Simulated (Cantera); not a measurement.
A closed system holds: 1 mol B2O3, 3.3 mol N2, 0.17 mol H2, held at 1573 K.

These are equilibrium values from Cantera (NASA tables, ideal gas, pure condensed phases), not measurements of a reactor. Candidate condensed phases: B, BN, B2O3, B3O3H3, H2O; 39 gas species. Mutual solubility and eutectic melting of coexisting phases are not modelled. Gases not in the tables: H3BO3. Rates play no part.

x: gas mole fraction; n: condensed amount in mol.

| P (Pa) | x N2 | x B2O3 | x H2 | x HBO2 | x B2O2 | x HBO | x BO | n B2O3(l) | n BN(s) |
|---|---|---|---|---|---|---|---|---|---|
| 10 | 0.737 | 0.204 | 0.0253 | 0.0196 | 0.00595 | 0.00494 | 0.00297 | 0 | 0 |
| 32 | 0.737 | 0.204 | 0.0256 | 0.0192 | 0.00630 | 0.00511 | (withheld) | 0 | 0 |
| 100 | 0.853 | 0.0898 | 0.0350 | 0.0128 | 0.00378 | 0.00463 | 0.000749 | 0.603 | 0 |
| 320 | 0.918 | 0.0281 | 0.0421 | 0.00669 | 0.00162 | 0.00332 | 0.000274 | 0.875 | 0 |
| 1000 | 0.939 | 0.00898 | 0.0454 | 0.00381 | 0.000551 | 0.00201 | 9.04e-5 | 0.956 | 0.000879 |
| 3200 | 0.946 | 0.00281 | 0.0469 | 0.00263 | 0.000116 | 0.000940 | 2.32e-5 | 0.983 | 0.00192 |
| 10000 | 0.949 | 0.000898 | 0.0476 | 0.00181 | 2.55e-5 | 0.000443 | 6.15e-6 | 0.992 | 0.00190 |
| 32000 | 0.950 | (withheld) | 0.0480 | (withheld) | (withheld) | (withheld) | (withheld) | 0.996 | 0.00174 |
| 100000 | 0.950 | 8.98e-5 | 0.0481 | 0.000847 | 1.18e-6 | 9.60e-5 | 4.19e-7 | 0.997 | 0.00169 |

**Question.** Complete the blanks.

**Answer.** 
- 32000, x B2O3: 0.000281
- 32000, x HBO2: 0.00124
- 32000, x B2O2: 5.40e-6
- 32000, x HBO: 0.000205
- 32000, x BO: 1.58e-6
- 32, x BO: 0.00171
